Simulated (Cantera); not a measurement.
Input (Python, Cantera) and output of one run.

```python
import numpy as np
import cantera as ct

gas_names = """
    H2 H2O2
""".split()
cond_names = """
    Cr2O3(s) Cr2O3(L) Cr(cr) Cr(L)
""".split()


def load(file, names, dense=False):
    # The tables refer to 1 bar. Condensed volumes are neglected.
    table = {s.name: s for s in ct.Species.list_from_file(file)}
    out = []
    for n in names:
        d = dict(table[n].input_data)
        d["thermo"] = dict(d["thermo"], **{"reference-pressure": 1e5})
        if dense:
            d["equation-of-state"] = {"model": "constant-volume", "density": "1e6 g/cm^3"}
        out.append(ct.Species.from_dict(d))
    return out


species = {s.name: s for s in load("nasa_gas.yaml", gas_names) + load("nasa_condensed.yaml", cond_names)}
# Each term lists the table entries of one substance; the one whose range holds T is used.
reactions = {
    '2 Cr2O3 + 3 H2(g) = 4 Cr + 3 H2O2(g)':
        [(-2, ['Cr2O3(s)', 'Cr2O3(L)']), (-3, ['H2']), (4, ['Cr(cr)', 'Cr(L)']), (3, ['H2O2'])],
}


def pick(names, T):
    return next(species[n] for n in names if species[n].thermo.min_temp <= T <= species[n].thermo.max_temp)


results = []
for label, terms in reactions.items():
    print(label)
    print("     T/K   dH/kJ  dS/(J/K)   dG/kJ   log10 K")
    for T in [1825, 1925, 2025, 2125, 2225, 2325]:
        used = [(nu, pick(names, T)) for nu, names in terms]
        dH = sum(nu * s.thermo.h(T) for nu, s in used) / 1e6
        dS = sum(nu * s.thermo.s(T) for nu, s in used) / 1e3
        dG = dH - T * dS / 1e3
        logK = -dG * 1e6 / (ct.gas_constant * T * np.log(10))
        results.append((label, T, dH, dS, dG, logK, [s.name for _, s in used]))
        print(f"{T:8g} {dH:8.1f} {dS:8.1f} {dG:8.1f} {logK:8.2f}")
```

It prints:

```
2 Cr2O3 + 3 H2(g) = 4 Cr + 3 H2O2(g)
     T/K   dH/kJ  dS/(J/K)   dG/kJ   log10 K
    1825   1824.7    170.5   1513.5   -43.32
    1925   1828.9    172.8   1496.3   -40.60
    2025   1833.9    175.3   1478.9   -38.15
    2125   1839.7    178.1   1461.3   -35.92
    2225   1922.0    216.7   1439.8   -33.80
    2325   1921.7    216.6   1418.1   -31.86
```

Cantera with NASA thermochemical tables; ideal gases at 1 bar, condensed phases pure. Condensed species are held in their standard states even where they would react or evaporate.
